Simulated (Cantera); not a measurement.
# Fluorocarbon and chlorocarbon gases: CH3Cl + H2

Charge: 1 mol CH3Cl, 5.2 mol H2, at 848 K.

These are equilibrium values from Cantera (NASA tables, ideal gas, pure condensed phases), not measurements of a reactor. Candidate condensed phases: C, C6H6, C7H8, C8H18; 91 gas species. Rates play no part.

| P (Pa) | x H2 | x HCl | x CH4 | x C2H6 | x CH3Cl | x C2H4 | n C(graphite) |
|---|---|---|---|---|---|---|---|
| 1 | 0.861 | 0.139 | 4.75e-6 | <1e-12 | 2.36e-12 | 1.89e-12 | 1.000 |
| 5.20 | 0.861 | 0.139 | 2.47e-5 | <1e-12 | 1.23e-11 | 9.82e-12 | 1.000 |
| 27 | 0.861 | 0.139 | 0.000128 | <1e-12 | 6.37e-11 | 5.10e-11 | 0.999 |
| 140 | 0.860 | 0.139 | 0.000664 | 1.89e-11 | 3.30e-10 | 2.64e-10 | 0.995 |
| 720 | 0.857 | 0.139 | 0.00339 | 4.94e-10 | 1.70e-9 | 1.35e-9 | 0.976 |
| 3700 | 0.842 | 0.141 | 0.0168 | 1.24e-8 | 8.67e-9 | 6.68e-9 | 0.881 |
| 19000 | 0.777 | 0.149 | 0.0736 | 2.57e-7 | 4.34e-8 | 2.92e-8 | 0.507 |
| 100000 | 0.677 | 0.161 | 0.161 | 1.42e-6 | 1.18e-7 | 3.52e-8 | 0 |
x: gas mole fraction; n: condensed amount in mol.

From 1.00 Pa to 0.190 bar the condensed part is C(graphite). At 1.00 bar nothing is condensed. The main C-bearing gas is CH4 throughout.
